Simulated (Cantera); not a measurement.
A closed system holds: 1 mol Nb₂O₅, 31 mol H₂, equilibrated at 902 °C and 13.3 mbar.

Method: chemical equilibrium by Gibbs-energy minimisation in Cantera with the NASA 1993 tables (ideal gas, pure condensed phases). Candidate condensed phases: H₂O, Nb, NbO, NbO₂, Nb₂O₅; 12 gas species. Mutual solubility and eutectic melting of coexisting phases are not modelled. Condensed phases not in the tables: the oxides between NbO₂ and Nb₂O₅. Equilibrium is a limit: real reactors are often held back by kinetics, nucleation or transport.

Base state: H₂ 0.982, H₂O 0.0180 (mole fractions); condensed: NbO₂(s) + Nb₂O₅(s).

Q: What changes in the equilibrium state with this change: temperature from 902 °C to 927 °C?

A: 
```
species        before   after
-------------  ------  ------
H₂              0.982   0.979
H₂O            0.0180  0.0210
NbO₂(s), mol     1.12    1.30
Nb₂O₅(s), mol   0.442   0.349
```
